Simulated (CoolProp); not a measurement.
Vapour-liquid equilibrium of R1234yf (1) + R1234ze(E) (2) at 4.62 kPa; x and y are mole fractions of (1).

Computed with CoolProp (multi-fluid Helmholtz-energy mixture model, Lemmon 2022 and Thol 2016; pair parameters Bell 2022).

| x | bubble temperature (°C) | y at the bubble point | dew temperature at overall composition x (°C) | liquid density (mol/L) |
|---|---|---|---|---|
| 0.05 | -73.2 | 0.105 | -72.7 | 12.55 |
| 0.2 | -75.2 | 0.352 | -73.9 | 12.52 |
| 0.35 | -76.8 | 0.534 | -75.1 | 12.49 |
| 0.5 | -78.2 | 0.677 | -76.5 | 12.45 |
| 0.65 | -79.5 | 0.795 | -78.0 | 12.40 |
| 0.8 | -80.7 | 0.893 | -79.6 | 12.36 |
| 0.95 | -81.8 | 0.976 | -81.4 | 12.31 |

No azeotrope shows between x = 0.05 and 0.95.

The pair parameters rest on a limited set of measurements; away from them the model extrapolates.
